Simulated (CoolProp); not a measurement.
R404A at several states: Z from the reference equation and from simpler models built on Tc = 72.1 °C, pc = 3.735 MPa, ω = 0.293; each cubic takes its own stable root.

The numbers come from the reference Helmholtz-energy equation of state, Lemmon 2003 in CoolProp. It is a pseudo-pure fit of the blend.

| T (°C) | p (MPa) | phase | reference | van der Waals | Redlich-Kwong | Soave-Redlich-Kwong |
|---|---|---|---|---|---|---|
| -8.35 | 1.37 | liquid | 0.05122 | 0.08904 | 0.06215 | 0.05901 |
| 196.35 | 3.11 | gas | 0.9032 | 0.8793 | 0.8881 | 0.9195 |
| -21.45 | 0.0797 | gas | 0.9752 | 0.9866 | 0.9822 | 0.9801 |
| 208.25 | 0.154 | gas | 0.9956 | 0.9947 | 0.9949 | 0.9963 |
| 172.45 | 7.5 | supercritical | 0.7241 | 0.6425 | 0.6936 | 0.7783 |
| -64.25 | 0.098 | liquid | 0.004047 | 0.9746 | 0.004799 | 0.004628 |

At some of these states van der Waals gives the other phase, because its saturation line lies elsewhere.
